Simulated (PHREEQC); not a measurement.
A solution holds 0.00209 mol NaAlO2 per kg of water, at 25 °C. Closed to the air; pH follows from the charge balance.

Model: ion-association model, wateq4f.dat, run in PHREEQC.

This is a speciation only: nothing precipitates in the calculation.

### Question
Estimate the pH.

### Answer
pH 8.51.

Examples of supersaturated solids here: Al(OH)3(a), Boehmite (slow to form). Others may be too. Complexes and solids missing from the database can't appear.
